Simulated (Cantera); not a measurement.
Cantera with NASA thermochemical tables; ideal gases at 1 bar, condensed phases pure. Values are per mole of reaction as written; species without (g) are pure solids or liquids, kept so even where they would boil at 1 bar. VN: taken at fixed stoichiometry.

VN + 3 NO2(g) = VO2(g) + 4 NO(g), with ΔH° = 247.0 kJ and ΔS° = 350.6 J/K at 300 K.

**Question.** How far is the shortcut ΔG° ≈ ΔH°(300 K) − T·ΔS°(300 K) from the full temperature-dependent value at 673, 773, 873, 973, 1073, 1173, 1273, 1373, 1473 K?

**Answer.** 
| T (K) | shortcut (kJ) | full (kJ) | difference (kJ) | difference in log10 K |
|---|---|---|---|---|
| 673 | 11.1 | 10.6 | 0.5 | -0.04 |
| 773 | -23.9 | -24.3 | 0.4 | -0.03 |
| 873 | -59.0 | -59.0 | 0.0 | 0.00 |
| 973 | -94.1 | -93.5 | -0.6 | 0.03 |
| 1073 | -129.1 | -127.8 | -1.4 | 0.07 |
| 1173 | -164.2 | -161.8 | -2.4 | 0.10 |
| 1273 | -199.2 | -195.7 | -3.5 | 0.15 |
| 1373 | -234.3 | -229.3 | -4.9 | 0.19 |
| 1473 | -269.3 | -262.8 | -6.5 | 0.23 |
The shortcut ignores the heat-capacity change of the reaction.
